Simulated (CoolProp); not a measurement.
Vapour-liquid equilibrium of R22 (1) + n-hexane (2) at 0.0118 MPa; x and y are mole fractions of (1).

Model: multi-fluid Helmholtz-energy mixture model, Kamei 1995 and Thol 2019; pair parameters Bell 2016, in CoolProp.

**Question.** Give the bubble temperature and the first vapour's composition at x = 0.05, 0.2, 0.95. Is there an azeotrope?

**Answer.** x = 0.05: 235.0 K, y = 0.957; x = 0.2: 208.8 K, y = 0.996; x = 0.95: 195.6 K, y = 1.000. No azeotrope shows between x = 0.05 and 0.95.

The pair parameters rest on a limited set of measurements; away from them the model extrapolates. With so large a gap from Raoult's law the liquid may split in two, which this calculation doesn't test in full.
